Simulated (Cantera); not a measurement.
Feed: 1 mol SiCl4, 3 mol HCl, 17 mol H2, equilibrated at 89000 Pa.

Equilibrium computed with Cantera from the NASA thermochemical tables; the gas is ideal and each condensed phase is pure. Candidate condensed phases: Si; 19 gas species. The tables' values for SiCl3 are old estimates; treat these amounts as uncertain. Rates play no part.

x: gas mole fraction; nothing condenses.

```
T (K)   x H2  x HCl  x SiCl4   x SiCl2   x SiCl3  x SiHCl3
-----  -----  -----  -------  --------  --------  --------
1023   0.807  0.145   0.0454   1.60e-6   5.86e-5       [?]
1123   0.805  0.147   0.0431   3.30e-5  0.000339       [?]
1223   0.801  0.152   0.0393  0.000378   0.00137       [?]
1323   0.793  0.160   0.0326   0.00249   0.00385   0.00819
1423   0.778  0.175   0.0225   0.00916   0.00721   0.00775
1523   0.760  0.194   0.0121    0.0198   0.00894       [?]
1623   0.745  0.209  0.00519    0.0296   0.00811       [?]
```

**Question.** Some entries are withheld; supply them.

**Answer.** 
- 1023, x SiHCl3: 0.00214
- 1123, x SiHCl3: 0.00404
- 1223, x SiHCl3: 0.00641
- 1523, x SiHCl3: 0.00530
- 1623, x SiHCl3: 0.00287
